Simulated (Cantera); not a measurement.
# Equilibrium for abatement and gas-phase synthesis: HCl + O2 + N2

Charge: 1 mol HCl, 1.1 mol O2, 0.33 mol N2, equilibrated at 1.00 Torr.

Cantera equilibrium calculation (NASA polynomials, part measured and part estimated; ideal gas, pure solids and liquids). Candidate condensed phases: H2O, NH4Cl; 29 gas species. The numbers say what is thermodynamically allowed, not how fast it happens.

| T (K) | x O | x O2 | x HCl | x Cl | x H | x N2 | x H2O | x OH | x H2 |
|---|---|---|---|---|---|---|---|---|---|
| 1698 | 0.000764 | 0.407 | 0.278 | 0.120 | 2.81e-5 | 0.131 | 0.0598 | 0.00171 | 5.05e-5 |
| 1898 | 0.00498 | 0.384 | 0.223 | 0.169 | 0.000457 | 0.128 | 0.0806 | 0.00661 | 0.000456 |
| 2098 | 0.0222 | 0.351 | 0.170 | 0.211 | 0.00420 | 0.123 | 0.0920 | 0.0184 | 0.00249 |
| 2298 | 0.0730 | 0.295 | 0.117 | 0.241 | 0.0241 | 0.115 | 0.0815 | 0.0374 | 0.00843 |
| 2498 | 0.179 | 0.207 | 0.0642 | 0.250 | 0.0844 | 0.0998 | 0.0431 | 0.0492 | 0.0153 |
| 2698 | 0.319 | 0.106 | 0.0239 | 0.241 | 0.165 | 0.0836 | 0.00933 | 0.0345 | 0.0114 |
| 2898 | 0.422 | 0.0382 | 0.00697 | 0.229 | 0.204 | 0.0750 | 0.000968 | 0.0142 | 0.00426 |
| 3098 | 0.464 | 0.0117 | 0.00212 | 0.224 | 0.216 | 0.0724 | 8.88e-5 | 0.00493 | 0.00139 |
| 3298 | 0.478 | 0.00369 | 0.000732 | 0.222 | 0.219 | 0.0718 | 9.61e-6 | 0.00178 | 0.000484 |
| 3498 | 0.482 | 0.00129 | 0.000283 | 0.221 | 0.220 | 0.0713 | 1.29e-6 | 0.000702 | 0.000187 |
x: gas mole fraction; nothing condenses.

From 1698 K to 3498 K nothing is condensed.
